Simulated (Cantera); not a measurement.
Cantera run:

```python
import numpy as np
import cantera as ct

gas_names = """
    B BH BH2 BH3 BN BO BO2 B2 B2O B2O2 B2O3 B3O3H3 H HBO HBO2 HNO HNO2 HNO3 HO2 H2 H2O H2O2 H3B3O6 N NH
    NH2 NH3 NH2OH NO NO2 NO3 N2 N2H2 N2H4 N2O O OH O2 O3
""".split()
cond_names = """
    B(b) B(L) BN(s) B2O3(L) B3O3H3(cr) H2O(s) H2O(L)
""".split()


# ... load() reads the species with a 1 bar reference pressure and builds the phases ...
atoms = {
    'B2H6': {'B': 2, 'H': 6},
    'H2O': {'H': 2, 'O': 1},
    'N2': {'N': 2},
    'O2': {'O': 2},
}
top_T = {'BN(s)': 3200}  # K; cautious upper limits of use, not melting points


# ... equilibrate(T, P, feed) seeds the gas with the atoms and calls Mixture.equilibrate('TP', solver="vcs", rtol=1e-11, max_steps=5000) ...
results = []
feed = {'B2H6': 1, 'H2O': 0.17, 'N2': 140, 'O2': 0.21}  # mol
T = 1848  # K
P = 12  # Pa
mix = equilibrate(T, P, feed)
results.append((T, P, feed, dict(zip(mix.species_names, mix.species_moles))))
x = sorted(zip(gas.X, gas.species_names), reverse=True)
print(f"T = {T:g} K  P = {P:g} Pa  gas = {mix.phase_moles(0):.4g} mol")
print("   x: " + "  ".join(f"{s} {v:.3e}" for v, s in x if v > 0.0001))
print("   condensed (mol): " + ("  ".join(f"{mix.phase(i).name} {mix.phase_moles(i):.4g}"
      for i in range(1, mix.n_phases) if mix.phase_moles(i) > 1e-12) or "none"))
```

Output:

```
T = 1848 K  P = 12 Pa  gas = 143.5 mol
   x: N2 9.708e-01  H2 1.852e-02  H 6.586e-03  BO 3.413e-03  HBO 5.674e-04
   condensed (mol): BN(s) 1.405
```

These are equilibrium values from Cantera (NASA tables, ideal gas, pure condensed phases), not measurements of a reactor. The feed counts by its element totals alone.
